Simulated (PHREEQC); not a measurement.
Dissolve 0.036 mol/kgw NH3 and 0.00069 mol/kgw Na2SiO3 at 25 °C and 500 atm. It is in equilibrium with CO2 at log p = 0 (atm). Otherwise closed; pH follows from the charge balance.

Equilibrium calculation in PHREEQC: ion-association model, phreeqc.dat.

Problem. The ionic strength comes out as 0.0373 mol/kgw. What activity coefficients do NH4+, Na+, HCO3-, CO3-2 get?

Solution. NH4+ 0.83, Na+ 0.85, HCO3- 0.85, CO3-2 0.52.

No solid was allowed to form. Examples of supersaturated solids here: Quartz (slow to form), Chalcedony (slow to form). Others may be too. Complexes and solids missing from the database can't appear. Under pressure, the constants of complexes without a molar volume in the database are unreliable. Carbamate, which ammonia and carbonate form, is missing from the database.
